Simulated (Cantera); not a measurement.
A freely propagating, adiabatic, planar premixed flame of H₂ : O₂ : N₂ = 1 : 0.417 : 1.2 (molar parts), equivalence ratio 1.2, unburnt at 425 K and 19000 Pa; mixture-averaged transport, grid criteria slope 0.08 and curve 0.16, no radiation.

Detailed kinetics in Cantera: the H2/O2 subset of GRI-Mech 3.0, which has no nitrogen chemistry. Burning velocities carry a grid error of a few per cent, more on coarse grids.

**Question.** Predict: laminar burning velocity; thermal thickness; peak x(O); peak x(H₂O₂); peak x(H).

**Answer.** 
| Quantity | Result |
|---|---|
| laminar burning velocity | 475 cm/s |
| thermal thickness | 3.35 mm |
| peak x(O) | 0.0145 |
| peak x(H₂O₂) | 1.68e-5 |
| peak x(H) | 0.112 |
